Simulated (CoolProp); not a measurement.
Ethanol at 298.15 K and 0.392 MPa flows at 2.3 m/s in a round tube of 20 mm bore and 45 µm roughness, fully developed (64/Re and Nu = 3.66 if laminar; Colebrook and Gnielinski if turbulent). Each further row changes one setting.

Values from CoolProp's reference Helmholtz-energy equation of state, Schroeder 2014.

| case | Reynolds number | Darcy friction factor | pressure drop (Pa/m) | heat-transfer coefficient (W/(m² K)) | mass flow (kg/h) |
|---|---|---|---|---|---|
| as stated | 33300 | 0.0282 | 2930 | 2970 | 2040 |
| velocity 4.6 m/s | 66600 | 0.0264 | 11000 | 5800 | 4090 |
| diameter 40 mm | 66600 | 0.0235 | 1220 | 2710 | 8170 |

Viscosity comes from a separate model (Kiselev 2005). Thermal conductivity comes from a separate model (Assael 2013).
